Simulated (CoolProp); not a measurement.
Saturation properties of CH3F (R41).

The numbers come from the reference Helmholtz-energy equation of state, Lemmon 2006 in CoolProp. It is a short technical equation, of lower accuracy than the large ones.

```
T (K)  p (MPa)  liquid density (kg/m³)  enthalpy of vaporisation (kJ/kg)  liquid cp (kJ/(kg K))  vapour Z  surface tension (mN/m)
-----  -------  ----------------------  --------------------------------  ---------------------  --------  ----------------------
239.8   0.7304                   777.4                             413.7                  2.236    0.8548                    8.77
243.7   0.8357                   767.2                             405.8                  2.264    0.8419                    8.22
247.7   0.9552                   756.4                             397.4                  2.295    0.8279                    7.67
251.6    1.084                   745.6                             388.8                  2.330    0.8135                    7.14
255.6    1.228                   734.1                             379.6                  2.371    0.7978                    6.60
259.5    1.383                   722.6                             370.1                  2.415    0.7818                    6.09
263.5    1.556                   710.4                             360.0                  2.468    0.7643                    5.57
267.5    1.745                   697.7                             349.3                  2.528    0.7459                    5.06
271.4    1.945                   684.7                             338.2                  2.596    0.7269                    4.57
275.4    2.168                   670.9                             326.2                  2.678    0.7063                    4.08
279.3    2.403                   656.7                             313.7                  2.774    0.6849                    3.62
283.3    2.664                   641.4                             300.0                  2.893    0.6616                    3.15
287.3    2.945                   625.1                             285.3                  3.041    0.6367                    2.70
291.2    3.241                   608.0                             269.6                  3.227    0.6106                    2.27
```

It boils at 194.8 K under 1 atm.

Surface tension comes from a separate correlation (Mulero 2012).
